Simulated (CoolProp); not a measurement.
Nitrous oxide at 376.41 K and 0.303 MPa is throttled through a valve to 0.0768 MPa with no heat exchange. Each further row changes one setting.

Values from CoolProp's reference Helmholtz-energy equation of state, Lemmon 2006. It is a short technical equation, of lower accuracy than the large ones.

| case | temperature change (K) | final density (kg/m³) |
|---|---|---|
| as stated | (withheld) | (withheld) |
| outlet pressure 0.023 MPa | (withheld) | 0.325 |
| outlet pressure 0.0998 MPa | -1.3 | 1.41 |

Task: What belongs in the gaps?

Result: 
- as stated, temperature change (K): -1.5
- as stated, final density (kg/m³): 1.09
- outlet pressure 0.023 MPa, temperature change (K): -1.8
